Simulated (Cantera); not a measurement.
A closed system holds: 1 mol SiCl₄, 7.5 mol H₂.

Cantera equilibrium calculation (NASA polynomials, part measured and part estimated; ideal gas, pure solids and liquids). Candidate condensed phases: Si; 19 gas species. The tables' values for SiCl₃ are old estimates. The numbers say what is thermodynamically allowed, not how fast it happens.

Problem. What condenses at these points (T in K, P in Pa): (1150, 1300000); (1050, 51000); (850, 51000); (1450, 51000); (1250, 10000)?

Solution. 
```csv
T (K),P in Pa,condensed phases,Si condensed (%)
1150,1300000,gas only,0.0
1050,51000,gas only,0.0
850,51000,gas only,0.0
1450,51000,gas only,0.0
1250,10000,Si,1.4
```
